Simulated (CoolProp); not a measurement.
Computed with CoolProp (reference Helmholtz-energy equation of state, Zhou 2011).

### Question
For dimethyl carbonate, give the phase and the Z, cv (kJ/(kg K)), speed of sound (m/s), isothermal compressibility (1/MPa) at 555.9 K and 2.99 MPa.

### Answer
- 555.9 K and 2.99 MPa: gas; Z 0.743, cv 1.75, speed of sound 177, isothermal compressibility 0.485
